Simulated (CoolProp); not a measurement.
CH2F2 (R32) along the isobar 15500 kPa: density (kg/m³) from the reference equation and from simpler models built on Tc = 351.3 K, pc = 5783 kPa, ω = 0.277; each cubic takes its own stable root.

Computed with CoolProp (reference Helmholtz-energy equation of state, Tillner-Roth 1997).

```
T (K)   phase  reference  van der Waals  Redlich-Kwong  Soave-Redlich-Kwong
-----  ------  ---------  -------------  -------------  -------------------
164.1  liquid       1376          706.9           1036                 1053
180.1  liquid       1338          693.6           1012                 1032
196    liquid       1300          680.0          986.4                 1009
212    liquid       1262          665.7          959.2                984.2
228    liquid       1222          651.0          930.4                957.1
244    liquid       1181          635.6          899.9                927.5
259.9  liquid       1138          619.7          867.7                895.3
275.9  liquid       1094          603.0          833.2                860.0
291.9  liquid       1046          585.4          796.5                821.1
307.9  liquid      996.1          566.9          757.4                778.3
```
